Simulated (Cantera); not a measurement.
Input: 1 mol B₂H₆, 2.4 mol H₂O, 160 mol H₂, equilibrated at 0.00690 bar.

Equilibrium computed with Cantera from the NASA thermochemical tables; the gas is ideal and each condensed phase is pure. Candidate condensed phases: B, B₂O₃, B₃O₃H₃, H₂O; 23 gas species. The feed counts by its element totals alone. Mutual solubility and eutectic melting of coexisting phases are not modelled. Kinetics and transport are ignored.

x: gas mole fraction; n: condensed amount in mol.

| T (K) | x H₂ | x H | x HBO | x BO | x HBO₂ | x H₂O | x B₂O₃ | n B(s) | n B₂O₃(l) |
|---|---|---|---|---|---|---|---|---|---|
| 923 | 1.000 | 2.94e-9 | 1.34e-6 | <1e-12 | (withheld) | 4.01e-9 | 8.83e-12 | 0.324 | 0.724 |
| 1123 | 0.999 | 5.13e-7 | 0.000171 | 4.54e-9 | (withheld) | 1.82e-7 | 8.96e-8 | 0.299 | 0.699 |
| 1323 | 0.994 | 1.90e-5 | 0.00482 | 3.20e-6 | (withheld) | 2.47e-6 | 5.04e-5 | 0.00885 | 0.388 |
| 1523 | 0.989 | 0.000277 | 0.00800 | 5.64e-5 | 0.00152 | 0.000118 | 0.000767 | 0 | 0 |
| 1723 | 0.986 | 0.00218 | 0.00846 | 0.000364 | 0.00159 | 0.000337 | 0.000473 | 0 | 0 |
| 1923 | 0.977 | 0.0112 | 0.00813 | 0.00146 | (withheld) | 0.000714 | 0.000258 | 0 | 0 |
| 2123 | 0.945 | 0.0420 | 0.00654 | 0.00377 | (withheld) | 0.00122 | 0.000106 | 0 | 0 |

Problem. Fill in the missing entries.

Solution. 
- 923, x HBO₂: 3.45e-9
- 1123, x HBO₂: 1.31e-6
- 1323, x HBO₂: 7.63e-5
- 1923, x HBO₂: 0.00141
- 2123, x HBO₂: 0.00101
